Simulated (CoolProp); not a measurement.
Ammonia at 460.02 K and 1.8 MPa flows at 3.8 m/s in a round tube of 25 mm bore and 15 µm roughness, fully developed (64/Re and Nu = 3.66 if laminar; Colebrook and Gnielinski if turbulent). Each further row changes one setting.

Model: reference Helmholtz-energy equation of state, Gao 2020, in CoolProp.

```
case              Reynolds number  Darcy friction factor  pressure drop (Pa/m)  heat-transfer coefficient (W/(m² K))  mass flow (kg/h)
----------------  ---------------  ---------------------  --------------------  ------------------------------------  ----------------
as stated                   48500                 0.0230                  55.3                                     …                 …
velocity 7.6 m/s            97000                      …                   200                                   442               112
diameter 50 mm              97000                 0.0196                     …                                     …               224
```

Question: Complete the blanks.

Answer: 
- as stated, heat-transfer coefficient (W/(m² K)): 243
- as stated, mass flow (kg/h): 55.9
- velocity 7.6 m/s, Darcy friction factor: 0.0208
- diameter 50 mm, pressure drop (Pa/m): 23.5
- diameter 50 mm, heat-transfer coefficient (W/(m² K)): 208

Viscosity comes from a separate model (Fenghour 1995). Thermal conductivity comes from a separate model (Tufeu 1984).
